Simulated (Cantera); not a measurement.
A Cantera script and what it prints.

```python
import numpy as np
import cantera as ct

gas_names = """
    H HNO HNO2 HNO3 HO2 H2 H2O H2O2 N NH NH2 NH3 NH2OH NO NO2 NO3 N2 N2H2 N2H4 N2O O OH O2 O3
""".split()
cond_names = """
    H2O(s) H2O(L)
""".split()


# ... load() reads the species with a 1 bar reference pressure and builds the phases ...
atoms = {
    'N2O': {'N': 2, 'O': 1},
    'H2': {'H': 2},
    'O2': {'O': 2},
}
top_T = {}  # K; cautious upper limits of use, not melting points


# ... equilibrate(T, P, feed) seeds the gas with the atoms and calls Mixture.equilibrate('TP', solver="vcs", rtol=1e-11, max_steps=5000) ...
results = []
feed = {'N2O': 1, 'H2': 0.084, 'O2': 1.4}  # mol
T = 723  # K
P = 720  # Pa
mix = equilibrate(T, P, feed)
results.append((T, P, feed, dict(zip(mix.species_names, mix.species_moles))))
x = sorted(zip(gas.X, gas.species_names), reverse=True)
print(f"T = {T:g} K  P = {P:g} Pa  gas = {mix.phase_moles(0):.4g} mol")
print("   x: " + "  ".join(f"{s} {v:.3e}" for v, s in x if v > 1e-06))
print("   condensed (mol): " + ("  ".join(f"{mix.phase(i).name} {mix.phase_moles(i):.4g}"
      for i in range(1, mix.n_phases) if mix.phase_moles(i) > 1e-12) or "none"))
```

Output:

```
T = 723 K  P = 720 Pa  gas = 2.942 mol
   x: O2 6.315e-01  N2 3.399e-01  H2O 2.855e-02
   condensed (mol): none
```

Equilibrium computed with Cantera from the NASA thermochemical tables; the gas is ideal and each condensed phase is pure.
